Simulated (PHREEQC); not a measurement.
3.3 g of hydrous ferric oxide (600 m²/g; 0.2 weak and 0.005 strong sites per Fe, Dzombak-Morel constants, diffuse double layer) in 1 kg of water with 0.3 mol/kgw of an inert sodium salt and 0.012 mol/kgw CuSO4 and 3.8e-05 mol/kgw ZnCl2, at 25 °C; the pH is set by adding NaOH or the inert anion's acid. O2 is buffered at 0.21 atm. No CO2 enters from the air. Precipitation was switched off in this run.

Computed with PHREEQC (ion-association model, wateq4f.dat).

```
pH     S sorbed (%)  Cu sorbed (%)  Zn sorbed (%)  surface charge σ (C/m²)
-----  ------------  -------------  -------------  -----------------------
4              22.5            3.7            0.0                    0.105
4.67           20.6           22.6            0.1                      [?]
5.33           14.8           45.1            0.2                    0.163
6               9.6           53.1            0.4                    0.210
6.67            7.6           55.4            0.7                    0.236
7.33            7.2            [?]            2.9                      [?]
8.67            5.4           48.9           62.0                    0.175
9.33            1.2           40.8           74.6                      [?]
10              0.1           34.9           71.5                    0.044
10.67           0.0            [?]           64.9                   -0.005
11.33           0.0           26.4           47.9                   -0.056
12              0.0           19.9           17.2                   -0.133
```

Problem. Fill in the missing entries.

Solution. 
- 4.67, surface charge σ (C/m²): 0.118
- 7.33, Cu sorbed (%): 55.6
- 7.33, surface charge σ (C/m²): 0.239
- 9.33, surface charge σ (C/m²): 0.107
- 10.67, Cu sorbed (%): 30.7

Along this series the solution becomes supersaturated in solids that the run did not let form, among them Cu(OH)2, Brochantite, Antlerite, Atacamite, Zn(OH)2-e. The database's constant for dissolved Cu(OH)2 is higher than later reviews accept.
